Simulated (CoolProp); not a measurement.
Vapour-liquid equilibrium of R134a (1) + methanol (2) at -1.75 °C; x and y are mole fractions of (1).

The numbers come from the multi-fluid Helmholtz-energy mixture model, Tillner-Roth 1994 and de Reuck 1993; pair parameters Bell 2016 in CoolProp.

```
x      bubble pressure (MPa)  y at the bubble point  dew pressure at overall composition x (MPa)  liquid density (mol/L)
-----  ---------------------  ---------------------  -------------------------------------------  ----------------------
0.05                 0.05793                  0.938                                     0.003821                   24.42
0.125                 0.1090                  0.968                                     0.004146                   23.15
0.2                   0.1383                  0.975                                     0.004531                   21.96
0.275                 0.1560                  0.979                                     0.004997                   20.84
0.35                  0.1678                  0.980                                     0.005571                   19.79
0.425                 0.1769                  0.982                                     0.006294                   18.80
0.5                   0.1852                  0.983                                     0.007235                   17.87
0.575                 0.1939                  0.985                                     0.008509                   16.99
0.65                  0.2036                  0.986                                      0.01033                   16.16
0.725                 0.2148                  0.988                                      0.01313                   15.37
0.8                   0.2279                  0.991                                      0.01804                   14.61
0.875                 0.2432                  0.994                                      0.02879                   13.89
0.95                  0.2611                  0.997                                      0.07108                   13.20
```

No azeotrope shows between x = 0.05 and 0.95.

The pair parameters rest on a limited set of measurements; away from them the model extrapolates. With so large a gap from Raoult's law the liquid may split in two, which this calculation doesn't test in full.
